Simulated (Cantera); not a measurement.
Stirred combustor or abatement burner

A perfectly stirred reactor is fed with 7.84 % CH4, 19.4 % O2, 72.8 % N2, equivalence ratio 0.81, at 1.60 bar; it is adiabatic with a 325 K inlet, and is followed from long to short residence time, starting on the burning branch (τ in s: 0.027, 0.015, 0.0084, 0.0047, 0.0026, 0.0015, 0.00083, 0.00046, 0.00026, 0.00015, 8.1e-05, 4.5e-05).

Cantera simulation using GRI-Mech 3.0 (53 species, 325 reactions); the numbers are that mechanism's predictions, not measurements.

```tsv
τ (s)	T (K)	x CH4	x O2	x C2H6	x HCN	x NO
0.027	2023	1.23e-5	0.0371	1.03e-10	7.27e-8	0.000132
0.015	2015	1.86e-5	0.0373	2.06e-10	8.60e-8	0.000106
0.0084	2004	2.75e-5	0.0377	3.87e-10	1.04e-7	8.79e-5
0.0047	1989	4.05e-5	0.0383	7.09e-10	1.29e-7	7.39e-5
0.0026	1969	6.06e-5	0.0390	1.32e-9	1.64e-7	6.23e-5
0.0015	1945	8.91e-5	0.0400	2.40e-9	2.08e-7	5.32e-5
0.00083	1913	0.000138	0.0414	4.83e-9	2.69e-7	4.45e-5
0.00046	1874	0.000221	0.0432	1.07e-8	3.48e-7	3.63e-5
0.00026	1827	0.000367	0.0456	2.66e-8	4.49e-7	2.84e-5
0.00015	1772	0.000652	0.0492	8.21e-8	5.83e-7	2.04e-5
8.1e-5	1674	0.00177	0.0579	8.13e-7	8.55e-7	9.42e-6
4.5e-5	325	0.0784	0.194	<1e-12	<1e-12	<1e-12
```
x: mole fraction; the columns are a selection and need not sum to one.
